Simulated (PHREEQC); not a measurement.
1 kg of water holding 0.16 mol NaCl meets 20 L of dry gas (H2 1 by moles) at fixed total pressure, at 50 °C; fugacities by Peng-Robinson. The gases take part in no redox reaction, some water evaporates into the gas, and hydrates or a liquid gas phase aren't modelled. Precipitation was switched off in this run.

Computed with PHREEQC (ion-association model, phreeqc.dat).

Q: Predict dissolved H2 (mol/kgw) at P (atm) = 10, 30, 150, 200.

A: 
| P (atm) | dissolved H2 (mol/kgw) |
|---|---|
| 10 | 0.00690 |
| 30 | 0.0206 |
| 150 | 0.0943 |
| 200 | 0.121 |

Away from 25 °C the constants follow the database's enthalpies or fits; those with neither stay at their 25 °C values.
